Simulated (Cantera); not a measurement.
A closed system holds: 1 mol SiH₄, 0.043 mol CH₄, a varied amount of H₂, held at 2127 °C and 0.100 bar.

Method: chemical equilibrium by Gibbs-energy minimisation in Cantera with the NASA 1993 tables (ideal gas, pure condensed phases). Candidate condensed phases: C, C₆H₆, C₇H₈, C₈H₁₈, Si, SiC; 87 gas species. Mutual solubility and eutectic melting of coexisting phases are not modelled. Gases not in the tables: Si₂H₆ and higher silanes. Equilibrium is a limit: real reactors are often held back by kinetics, nucleation or transport.

### Question
What share of the Si ends up in condensed phases as a function of n(H₂) (mol), at 3.8, 6.5, 11, 20, 34, 58, 100?

### Answer
| n(H₂) (mol) | Si condensed (%) | as |
|---|---|---|
| 3.8 | 81.0 | Si(l) + SiC(s) |
| 6.5 | 72.3 | Si(l) + SiC(s) |
| 11 | 57.8 | Si(l) |
| 20 | 33.0 | Si(l) |
| 34 | 0.0 | - |
| 58 | 0.0 | - |
| 100 | 0.0 | - |
